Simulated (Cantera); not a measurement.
## Adiabatic ignition

An adiabatic, constant-volume homogeneous reactor starts with 16.3 % CH4, 1.55 % C2H6, 17.2 % O2, 64.9 % N2, at 1000 K and 2.96 atm.

Cantera simulation using GRI-Mech 3.0 (53 species, 325 reactions); the numbers are that mechanism's predictions, not measurements.

| t (s) | T (K) | P (bar) | x CH4 | x C2H6 | x O2 | x HO2 | x N2O | x HCN |
|---|---|---|---|---|---|---|---|---|
| 2.00e-6 | 1000 | 3.00 | 0.163 | 0.0155 | 0.172 | 8.11e-11 | <1e-12 | <1e-12 |
| 7.96e-6 | 1000 | 3.00 | 0.163 | 0.0155 | 0.172 | 3.27e-10 | <1e-12 | <1e-12 |
| 3.17e-5 | 1000 | 3.00 | 0.163 | 0.0155 | 0.172 | 1.38e-9 | <1e-12 | <1e-12 |
| 0.000126 | 1000 | 3.00 | 0.163 | 0.0155 | 0.172 | 6.64e-9 | <1e-12 | <1e-12 |
| 0.000502 | 1000 | 3.00 | 0.163 | 0.0155 | 0.172 | 3.77e-8 | <1e-12 | <1e-12 |
| 0.00200 | 1000 | 3.00 | 0.163 | 0.0155 | 0.172 | 2.08e-7 | <1e-12 | <1e-12 |
| 0.00796 | 1000 | 3.00 | 0.163 | 0.0155 | 0.172 | 1.85e-6 | 2.55e-12 | <1e-12 |
| 0.0317 | 1010 | 3.03 | 0.161 | 0.0148 | 0.171 | 1.95e-5 | 1.30e-10 | <1e-12 |
| 0.126 | 2315 | 8.44 | 5.06e-9 | <1e-12 | 1.94e-7 | 4.53e-10 | 1.71e-9 | 1.49e-6 |
| 0.502 | 2315 | 8.44 | 5.06e-9 | <1e-12 | 1.94e-7 | 4.53e-10 | 1.71e-9 | 1.48e-6 |
| 2.00 | 2315 | 8.44 | 5.06e-9 | <1e-12 | 1.94e-7 | 4.53e-10 | 1.71e-9 | 1.48e-6 |
x: mole fraction; the columns are a selection and need not sum to one.

```json
{
 "time_of_steepest_temperature_rise": "42.8 ms",
 "temperature at 2.00 s": "2315 K",
 "equilibrium_temperature": "2315 K",
 "x(CH4) at 2.00 s": "5.06e-9 (gas-phase equilibrium 5.72e-9)",
 "x(C2H6) at 2.00 s": "<1e-12 (gas-phase equilibrium <1e-12)",
 "x(O2) at 2.00 s": "1.94e-7 (gas-phase equilibrium 1.94e-7)"
}
```
